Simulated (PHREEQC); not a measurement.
0.041 g of hydrous ferric oxide (600 m²/g; 0.2 weak and 0.005 strong sites per Fe, Dzombak-Morel constants, diffuse double layer) in 1 kg of water with 0.1 mol/kgw of an inert sodium salt and 0.0054 mmol/kgw CuSO4 and 0.00025 mmol/kgw MgCl2, at 25 °C; the pH is set by adding NaOH or the inert anion's acid. O2 is buffered at 0.21 atm. The system is closed to CO2. Precipitation was switched off in this run.

The series has 13 steps of pH, from 3 to 9.

Model: ion-association model, wateq4f.dat, run in PHREEQC.

Question: Near which pH is half of the S sorbed, and on which side is more sorbed?

Answer: Near pH 5.3, with more sorbed at lower pH.

Question: Near which pH is half of the Cu sorbed, and on which side is more sorbed?

Answer: Near pH 5.5, with more sorbed at higher pH.

Question: Near which pH is half of the Mg sorbed, and on which side is more sorbed?

Answer: Near pH 8.7, with more sorbed at higher pH.

The database's constant for dissolved Cu(OH)2 is higher than later reviews accept. The oxide is taken as insoluble; below pH 4 it would dissolve.
